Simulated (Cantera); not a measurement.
Premixed flame

A freely propagating, adiabatic, planar premixed flame of CH₄ : C₂H₆ : O₂ : N₂ = 1 : 0.038 : 1.94 : 9.31 (molar parts), equivalence ratio 1.1, unburnt at 350 K and 10.0 bar; mixture-averaged transport, grid criteria slope 0.08 and curve 0.16, no radiation.

Detailed kinetics in Cantera: GRI-Mech 3.0 (53 species, 325 reactions). Burning velocities carry a grid error of a few per cent, more on coarse grids.

```tsv
z (mm)	T (K)	u (m/s)	x CH₄	x C₂H₆	x O₂	x NO₂	x NO	x CO₂
-0.560	351	0.0820	0.0812	0.00309	0.158	<1e-8	<1e-8	3.21e-6
-0.373	361	0.0844	0.0805	0.00308	0.157	5.23e-8	<1e-8	5.33e-5
-0.280	396	0.0928	0.0785	0.00306	0.154	2.81e-7	<1e-8	0.000322
-0.187	562	0.133	0.0695	0.00288	0.141	1.79e-6	1.30e-7	0.00252
-0.0933	1082	0.258	0.0418	0.00188	0.0945	4.95e-6	4.03e-6	0.0148
-0.0467	1481	0.355	0.0198	0.000877	0.0540	1.46e-6	1.35e-5	0.0287
0	1837	0.440	0.00278	4.69e-5	0.0159	5.53e-8	2.49e-5	0.0472
0.0467	1957	0.466	6.43e-5	3.23e-8	0.00271	1.40e-8	3.86e-5	0.0601
0.0933	1986	0.472	1.89e-6	<1e-8	0.000726	<1e-8	4.37e-5	0.0640
0.187	2003	0.476	2.20e-8	<1e-8	0.000159	<1e-8	4.60e-5	0.0653
0.373	2011	0.478	<1e-8	<1e-8	3.08e-5	<1e-8	4.67e-5	0.0654
0.747	2014	0.478	<1e-8	<1e-8	6.44e-6	<1e-8	4.67e-5	0.0654
1.49	2015	0.479	<1e-8	<1e-8	2.72e-6	<1e-8	4.65e-5	0.0654
```
x: mole fraction of selected species; z is measured from the peak of heat release.

- laminar burning velocity = 8.17 cm/s
- thermal thickness = 0.187 mm
- grid points = 136
